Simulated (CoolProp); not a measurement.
A closed Brayton cycle with nitrogen: compressor inlet 326.15 K and 7.7 MPa, high pressure 14.8 MPa, turbine inlet 775 K, compressor efficiency 0.85, turbine efficiency 0.93, recuperator effectiveness 0 (on enthalpy, no pinch check). Each further row changes one setting.

Model: reference Helmholtz-energy equation of state, Span 2000, in CoolProp.

```tsv
case	thermal efficiency (%)	net work (kJ/kg)	compressor to turbine work	compressor exit (K)	turbine exit (K)
as stated	11.9	49.3	0.63	406.0	658.1
turbine inlet 725 K	11.4	40.7	0.68	406.0	614.5
compressor inlet 336.15 K	11.6	46.5	0.65	418.4	658.1
high pressure 12.6 MPa	9.4	40.8	0.60	384.9	685.3
recuperator effectiveness 0.5	17.8	49.3	0.63	406.0	658.1
```
